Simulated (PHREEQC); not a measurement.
A solution holds 0.0066 mol/kgw MgCl2 and 3e-05 mol/kgw LiCl, at 67 °C. Closed to the air; pH follows from the charge balance.

All values are PHREEQC results (ion-association model, phreeqc.dat), not measurements.

Precipitation was switched off in this run.

Problem. Predict the specific conductance.

Solution. specific conductance 3130 µS/cm.

Away from 25 °C the constants follow the database's enthalpies or fits; those with neither stay at their 25 °C values.
